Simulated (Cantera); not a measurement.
A closed system holds: 1 mol Si, 1.8 mol Cl2, 12 mol H2, equilibrated at 1.00 bar.

These are equilibrium values from Cantera (NASA tables, ideal gas, pure condensed phases), not measurements of a reactor. Candidate condensed phases: Si; 19 gas species. Equilibrium is a limit: real reactors are often held back by kinetics, nucleation or transport.

Q: Which condensed phases are stable at each of these points (T (K)): 723, 798, 873, 948, 1023, 1098, 1173, 1248, 1323, 1398?

A: 
```
T (K)  condensed phases  Si condensed (%)
-----  ----------------  ----------------
723            gas only               0.0
798            gas only               0.0
873            gas only               0.0
948               Si(s)               0.5
1023              Si(s)               2.3
1098              Si(s)               4.8
1173              Si(s)               7.8
1248              Si(s)              10.7
1323              Si(s)              12.7
1398              Si(s)              13.1
```

From 723 K to 873 K nothing is condensed. From 948 K to 1398 K the condensed part is Si(s).
